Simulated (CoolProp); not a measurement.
Properties of R143a along the isobar 19000 kPa.

The numbers come from the reference Helmholtz-energy equation of state, Lemmon and Jacobsen 2000 in CoolProp.

```tsv
T (K)	phase	density (kg/m³)	cp (kJ/(kg K))	isothermal compressibility (1/MPa)	expansivity (1/kK)
340.3	liquid	925.4	1.528	0.007009	3.035
345.5	liquid	910.7	1.542	0.007586	3.127
350.6	supercritical	896.0	1.555	0.008203	3.220
355.8	supercritical	880.9	1.568	0.008888	3.318
361	supercritical	865.6	1.581	0.009635	3.420
366.2	supercritical	850.2	1.594	0.01045	3.523
371.3	supercritical	834.8	1.607	0.01131	3.626
376.5	supercritical	819.0	1.619	0.01225	3.732
381.7	supercritical	803.0	1.631	0.01327	3.837
386.9	supercritical	786.9	1.642	0.01436	3.941
392.1	supercritical	770.8	1.653	0.01551	4.042
397.2	supercritical	754.9	1.663	0.01671	4.136
402.4	supercritical	738.6	1.672	0.01799	4.227
407.6	supercritical	722.4	1.680	0.01933	4.311
412.8	supercritical	706.3	1.687	0.02072	4.386
417.9	supercritical	690.5	1.692	0.02211	4.450
```
